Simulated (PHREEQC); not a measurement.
Solution (15 °C): 0.75 mmol/kgw HF and 44 mmol/kgw KOH. Closed to the air; pH follows from the charge balance.

Model: ion-association model, phreeqc.dat, run in PHREEQC.

No solid was allowed to form.

Problem. Predict the pH.

Solution. pH 12.89.

Complexes and solids missing from the database can't appear.
